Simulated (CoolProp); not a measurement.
A simple Rankine cycle with hexamethyldisiloxane (MM): condensing at 289.15 K, boiler at 0.256 MPa, turbine inlet 414.3 K, turbine efficiency 0.65, pump efficiency 0.7, no recuperator. Each further row changes one setting.

The numbers come from the reference Helmholtz-energy equation of state, Thol 2016 in CoolProp.

```csv
case,thermal efficiency (%),net work (kJ/kg),heat in (kJ/kg),turbine exit temperature (K),volume ratio over the turbine
as stated,…,53.3,427,378.7,76.1
turbine inlet 434.3 K,12.1,…,…,398.8,74.8
condensing temperature 281.15 K,…,58.7,442,375.5,119
boiler pressure 0.179 MPa,11.6,…,430,…,51.6
turbine efficiency 0.55,10.5,45.0,427,383.5,77.1
```

**Question.** Some entries are withheld; supply them.

**Answer.** 
- as stated, thermal efficiency (%): 12.5
- turbine inlet 434.3 K, net work (kJ/kg): 56.3
- turbine inlet 434.3 K, heat in (kJ/kg): 465
- condensing temperature 281.15 K, thermal efficiency (%): 13.3
- boiler pressure 0.179 MPa, net work (kJ/kg): 49.7
- boiler pressure 0.179 MPa, turbine exit temperature (K): 382.6
